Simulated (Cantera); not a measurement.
## Silicon epitaxy and polysilicon growth: Si₂H₆ + Cl₂ + N₂

Charge: 1 mol Si₂H₆, 0.02 mol Cl₂, a varied amount of N₂, equilibrated at 1498.15 K and 0.710 bar.

Equilibrium computed with Cantera from the NASA thermochemical tables; the gas is ideal and each condensed phase is pure. Candidate condensed phases: NH₄Cl, Si, Si₃N₄; 28 gas species. The feed counts by its element totals alone. N₂ is the only nitrogen source here; it is nearly inert below about 1500 K, so the nitride shown seldom forms there in practice. The numbers say what is thermodynamically allowed, not how fast it happens.

```json
[
 {"n(N₂) (mol)": "14", "log p N₂": "-0.24", "log p H₂": "-0.87", "log p HCl": "-2.74", "log p H": "-5.20", "log p NH₃": "-5.63", "log p SiCl₂": "-6.84", "log p Cl": "-7.16", "log p SiCl₃": "-8.75", "n Si₃N₄(s)": "0.667"},
 {"n(N₂) (mol)": "17", "log p N₂": "-0.23", "log p H₂": "-0.95", "log p HCl": "-2.82", "log p H": "-5.24", "log p NH₃": "-5.74", "log p SiCl₂": "-6.93", "log p Cl": "-7.20", "log p SiCl₃": "-8.87", "n Si₃N₄(s)": "0.667"},
 {"n(N₂) (mol)": "21", "log p N₂": "-0.21", "log p H₂": "-1.03", "log p HCl": "-2.90", "log p H": "-5.28", "log p NH₃": "-5.86", "log p SiCl₂": "-7.02", "log p Cl": "-7.24", "log p SiCl₃": "-9.01", "n Si₃N₄(s)": "0.667"},
 {"n(N₂) (mol)": "26", "log p N₂": "-0.20", "log p H₂": "-1.12", "log p HCl": "-2.99", "log p H": "-5.32", "log p NH₃": "-5.98", "log p SiCl₂": "-7.12", "log p Cl": "-7.29", "log p SiCl₃": "-9.15", "n Si₃N₄(s)": "0.667"},
 {"n(N₂) (mol)": "32", "log p N₂": "-0.19", "log p H₂": "-1.20", "log p HCl": "-3.07", "log p H": "-5.37", "log p NH₃": "-6.10", "log p SiCl₂": "-7.21", "log p Cl": "-7.33", "log p SiCl₃": "-9.28", "n Si₃N₄(s)": "0.667"},
 {"n(N₂) (mol)": "39", "log p N₂": "-0.18", "log p H₂": "-1.28", "log p HCl": "-3.16", "log p H": "-5.41", "log p NH₃": "-6.22", "log p SiCl₂": "-7.29", "log p Cl": "-7.37", "log p SiCl₃": "-9.41", "n Si₃N₄(s)": "0.667"},
 {"n(N₂) (mol)": "48", "log p N₂": "-0.18", "log p H₂": "-1.37", "log p HCl": "-3.24", "log p H": "-5.45", "log p NH₃": "-6.35", "log p SiCl₂": "-7.39", "log p Cl": "-7.42", "log p SiCl₃": "-9.54", "n Si₃N₄(s)": "0.667"},
 {"n(N₂) (mol)": "59", "log p N₂": "-0.17", "log p H₂": "-1.46", "log p HCl": "-3.33", "log p H": "-5.49", "log p NH₃": "-6.48", "log p SiCl₂": "-7.48", "log p Cl": "-7.46", "log p SiCl₃": "-9.67", "n Si₃N₄(s)": "0.667"},
 {"n(N₂) (mol)": "72", "log p N₂": "-0.17", "log p H₂": "-1.54", "log p HCl": "-3.41", "log p H": "-5.54", "log p NH₃": "-6.60", "log p SiCl₂": "-7.56", "log p Cl": "-7.50", "log p SiCl₃": "-9.80", "n Si₃N₄(s)": "0.667"},
 {"n(N₂) (mol)": "88", "log p N₂": "-0.16", "log p H₂": "-1.63", "log p HCl": "-3.50", "log p H": "-5.58", "log p NH₃": "-6.73", "log p SiCl₂": "-7.65", "log p Cl": "-7.54", "log p SiCl₃": "-9.93", "n Si₃N₄(s)": "0.667"},
 {"n(N₂) (mol)": "110", "log p N₂": "-0.16", "log p H₂": "-1.72", "log p HCl": "-3.59", "log p H": "-5.63", "log p NH₃": "-6.87", "log p SiCl₂": "-7.75", "log p Cl": "-7.59", "log p SiCl₃": "-10.08", "n Si₃N₄(s)": "0.667"},
 {"n(N₂) (mol)": "130", "log p N₂": "-0.16", "log p H₂": "-1.79", "log p HCl": "-3.67", "log p H": "-5.66", "log p NH₃": "-6.98", "log p SiCl₂": "-7.82", "log p Cl": "-7.63", "log p SiCl₃": "-10.19", "n Si₃N₄(s)": "0.667"},
 {"n(N₂) (mol)": "160", "log p N₂": "-0.16", "log p H₂": "-1.88", "log p HCl": "-3.76", "log p H": "-5.71", "log p NH₃": "-7.11", "log p SiCl₂": "-7.91", "log p Cl": "-7.67", "log p SiCl₃": "-10.32", "n Si₃N₄(s)": "0.667"}
]
```
log p: log10 of the partial pressure in bar; n: condensed amount in mol.

From 14 mol N₂ to 160 mol N₂ the condensed part is Si₃N₄(s). The main Si-bearing gas is SiCl₂ throughout.
